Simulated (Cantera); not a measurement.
Feed: 1 mol Fe(CO)5, a varied amount of H2, 1.2 mol N2, equilibrated at 1325 °C and 1 atm.

Cantera equilibrium calculation (NASA polynomials, part measured and part estimated; ideal gas, pure solids and liquids). Candidate condensed phases: C, C6H6, C7H8, C8H18, Fe, Fe(CO)5, FeO, Fe(OH)2, Fe(OH)3, Fe2O3, Fe3O4, H2O; 140 gas species. Equilibrium is a limit: real reactors are often held back by kinetics, nucleation or transport.

### Question
At 4 mol H2, list the 4 most abundant gas species with their mole fractions, and the condensed phases.

### Answer
CO 0.490, H2 0.392, N2 0.118, H2O 0.000294. Condensed: Fe(γ).
